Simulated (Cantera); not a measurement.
# Si + HF + H₂ (silicon etching in halogen gases)

A closed system holds: 1 mol Si, 12 mol HF, 28 mol H₂, at 548.15 K and 75.0 Torr.

These are equilibrium values from Cantera (NASA tables, ideal gas, pure condensed phases), not measurements of a reactor. Candidate condensed phases: Si; 25 gas species. The numbers say what is thermodynamically allowed, not how fast it happens.

```yaml
x(H₂): 0.769
x(HF): 0.205
x(SiF₄): 0.0256
x(H₂F₂): 3.12e-6
gas_amount: 39.00 mol
log10 activity of Si(s) (absent): -39.21
```
